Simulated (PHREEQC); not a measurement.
A solution holds 0.0319 mol CdSO4, 0.017 mol H3BO3 and 0.018 mol HCl per kg of water, at 25 °C. Closed to the air; pH follows from the charge balance.

Equilibrium calculation in PHREEQC: ion-association model, phreeqc.dat.

### Question
The ionic strength comes out as 0.0771 mol/kgw. What activity coefficients do H+, CdCl+, Cd(SO4)2-2, CdCl3-, Cd+2 get?

### Answer
H+ 0.84, CdCl+ 0.80, Cd(SO4)2-2 0.40, CdCl3- 0.80, Cd+2 0.40.

This is a speciation only: nothing precipitates in the calculation.
